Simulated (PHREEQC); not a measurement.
PHREEQC input (ion-association model, wateq4f.dat):

```
SOLUTION 1
  temp 25
  units mol/kgw
  pH 7 charge
END
SELECTED_OUTPUT 1
  -reset false
  -pH true
  -pe true
  -ionic_strength true
  -water true
  -totals C Cs Cu S C(-4) C(4) Cu(1) Cu(2) S(-2) S(6)
  -molalities H+ CO3-2 Cs+ Cu+2 SO4-2 CO2 HCO3- HSO4- H2S HS-
    S-2 O2 OH- Cu+ CuCO3 Cu(CO3)2-2 CuOH+ Cu(OH)2 Cu(OH)3- Cu(OH)4-2
    Cu2(OH)2+2 CuSO4 Cu(HS)3- CuHCO3+
  -equilibrium_phases Malachite Cu(OH)2 Brochantite Antlerite Chalcanthite
PRINT
  -reset false
USE solution 1
REACTION 1
  Cs2SO4 1
  0 0.00833 0.0167 0.025 0.0333 0.0417 0.05 0.0583 0.0667 0.075 0.0833 0.0917 0.1 moles
EQUILIBRIUM_PHASES 1
  Malachite 0 0.1
  Cu(OH)2 0 0
  Brochantite 0 0
  Antlerite 0 0
  Chalcanthite 0 0
  O2(g) -0.68 10
END
```

Selected output (columns that matter, 13 of 13 rows; Cs2SO4 added (mol) added in front):

```
Cs2SO4 added (mol)	pH	mu	C	Cs	Cu	S	m_H+	m_Cs+	m_Cu+2	m_SO4-2	m_HCO3-	Malachite	Cu(OH)2	Brochantite
0	7.0354	1.2038e-05	9.843e-06	0	1.3533e-05	0	9.2541e-08	0	3.7687e-06	0	8.0756e-06	0.09999	6.1526e-06	0
0.00833	7.9596	0.024872	0.00024197	0.01666	5.4805e-06	0.0082104	1.2453e-08	0.01666	5.3318e-08	0.0082104	0.00023527	0.099758	0	0.00011961
0.0167	7.9948	0.049941	0.00032692	0.0334	5.0196e-06	0.016538	1.1854e-08	0.0334	4.8883e-08	0.016538	0.00031823	0.099673	0	0.0001622
0.025	8.004	0.074812	0.00038752	0.05	4.7294e-06	0.024808	1.1834e-08	0.05	4.9061e-08	0.024808	0.00037727	0.099612	0	0.00019257
0.0333	8.0058	0.099688	0.00043639	0.066601	4.5153e-06	0.033083	1.1953e-08	0.066601	5.0302e-08	0.033083	0.00042482	0.099564	0	0.00021706
0.0417	8.0046	0.12487	0.00047844	0.083401	4.3436e-06	0.041462	1.2121e-08	0.083401	5.1919e-08	0.041462	0.0004657	0.099522	0	0.00023813
0.05	8.002	0.14975	0.00051492	0.1	4.2031e-06	0.049744	1.2304e-08	0.1	5.3643e-08	0.049744	0.00050113	0.099485	0	0.0002564
0.0583	7.9988	0.17464	0.00054764	0.1166	4.0831e-06	0.058028	1.2491e-08	0.1166	5.5403e-08	0.058028	0.00053291	0.099452	0	0.0002728
0.0667	7.9951	0.19982	0.00057779	0.1334	3.9771e-06	0.066413	1.2679e-08	0.1334	5.718e-08	0.066413	0.00056218	0.099422	0	0.0002879
0.075	7.9914	0.22471	0.00060521	0.15	3.8841e-06	0.074699	1.2861e-08	0.15	5.8914e-08	0.074699	0.00058879	0.099395	0	0.00030163
0.0833	7.9876	0.2496	0.00063069	0.1666	3.8004e-06	0.082987	1.3039e-08	0.1666	6.0617e-08	0.082986	0.00061352	0.099369	0	0.00031439
0.0917	7.9838	0.27478	0.00065481	0.1834	3.7234e-06	0.091375	1.3214e-08	0.1834	6.2306e-08	0.091374	0.00063692	0.099345	0	0.00032647
0.1	7.9801	0.29967	0.00067723	0.2	3.6536e-06	0.099664	1.3383e-08	0.2	6.3941e-08	0.099663	0.00065867	0.099323	0	0.0003377
```

The database's constant for dissolved Cu(OH)2 is higher than later reviews accept.
